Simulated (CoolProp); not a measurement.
CH2F2 (R32) along the isobar 1.51 MPa: Z from the reference equation and from simpler models built on Tc = 351.3 K, pc = 5.783 MPa, ω = 0.277; each cubic takes its own stable root.

Model: reference Helmholtz-energy equation of state, Tillner-Roth 1997, in CoolProp.

```
T (K)   phase  reference
-----  ------  ---------
227.1  liquid    0.03467
246.7  liquid    0.03350
266.3  liquid    0.03281
286    liquid    0.03269
305.6     gas     0.8071
325.3     gas     0.8534
344.9     gas     0.8846
364.5     gas     0.9071
384.2     gas     0.9242
403.8     gas     0.9374
```

**Question.** How far does each simpler model (van der Waals, Redlich-Kwong, Soave-Redlich-Kwong, Peng-Robinson) lie from the reference over these 10 states: mean and median of the absolute difference, and the worst?

**Answer.** 
- van der Waals: mean 513.0 %, median 7.1 %, worst +2514.9 % at 286 K and 1.51 MPa
- Redlich-Kwong: mean 250.3 %, median 4.2 %, worst +2388.8 % at 286 K and 1.51 MPa
- Soave-Redlich-Kwong: mean 12.7 %, median 3.3 %, worst +30.3 % at 286 K and 1.51 MPa
- Peng-Robinson: mean 6.0 %, median 2.0 %, worst +14.8 % at 286 K and 1.51 MPa

At some of these states van der Waals, Redlich-Kwong gives the other phase, because its saturation line lies elsewhere.
